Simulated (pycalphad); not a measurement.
Source of the numbers: pycalphad with the COST 507 light-alloy database (1999); pressure 1 atm. These are 1990s assessments: newer ones move some temperatures and phases. Amounts are mole fractions of atoms.

Give the equilibrium state of Al-0.2332Si-1.496C (wt.%) at 827 °C.


```
T = 1100.00 K, P = 101325 Pa, N = 1 mol of atoms
G = -50925 J/mol, H = 30544 J/mol, S = 74.06 J/(mol K)  (SER reference)
chemical potentials (J/mol): Al -50213, Si -85338, C -69448
phase             fraction      x(Al)      x(Si)       x(C)
LIQUID              0.9230     0.9976     0.0024    8.5e-08
AL4C3               0.0770     0.5714    6.8e-05     0.4286
```

Give the equilibrium state of Al-0.2332Si-1.496C (wt.%) at 452 °C.

FCC_A1, fraction 0.924, with 0.01 Si, <0.01 C wt.%; AL4C3, fraction 0.042, with <0.01 Si, 25.0 C wt.%; AL8SIC7, fraction 0.034, with 8.6 Si, 25.6 C wt.%.

Database names, with the compositions (at.%) that they take in these runs: AL4C3: Al 57 C 43; AL8SIC7: Al 50 C 44 Si 6. FCC_A1 is fcc.
